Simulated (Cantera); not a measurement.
A closed system holds: 1 mol SiF4, 0.23 mol N2, at 1200 K and 520 Pa.

Method: chemical equilibrium by Gibbs-energy minimisation in Cantera with the NASA 1993 tables (ideal gas, pure condensed phases). Candidate condensed phases: Si, Si3N4; 16 gas species. The numbers say what is thermodynamically allowed, not how fast it happens.

Q: What is the equilibrium state?

A: 
| Item | Value |
|---|---|
| x(SiF4) | 0.813 |
| x(N2) | 0.187 |
| gas amount | 1.230 mol |
| log10 activity of Si(s) (absent) | -25.35 |
